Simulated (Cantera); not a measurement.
A closed system holds: 1 mol CH₂F₂, 0.018 mol F₂, held at 12.0 Pa.

Cantera equilibrium calculation (NASA polynomials, part measured and part estimated; ideal gas, pure solids and liquids). Candidate condensed phases: C, C₆H₆, C₇H₈, C₈H₁₈; 95 gas species. Equilibrium is a limit: real reactors are often held back by kinetics, nucleation or transport.

Question: What share of the C ends up in condensed phases as a function of T (K), at 2000, 2100, 2200, 2300, 2400, 2500, 2600, 2700, 2800, 2900?

Answer: 
```
T (K)  C condensed (%)           as
-----  ---------------  -----------
2000              99.9  C(graphite)
2100              99.9  C(graphite)
2200              99.9  C(graphite)
2300              99.7  C(graphite)
2400              99.0  C(graphite)
2500              95.9  C(graphite)
2600              82.4  C(graphite)
2700              21.4  C(graphite)
2800               0.0            -
2900               0.0            -
```
